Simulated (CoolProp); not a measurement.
A Linde-Hampson liquefier for oxygen: isothermal reversible compression at 290 K from 1 atm to 5 MPa, throttling to 1 atm, return gas leaving the recuperator 5 K below the feed. Each further row changes one setting.

Values from CoolProp's reference Helmholtz-energy equation of state, Schmidt 1985.

```tsv
case	liquid yield per pass	compression work (kJ/kg of gas)
as stated	0.021	291
high pressure 10 MPa	0.052	341
warm-end temperature 320 K	0.014	323
warm-end gap 10 K	0.009	291
```

Above 300 K oxygen's equation is extrapolated.
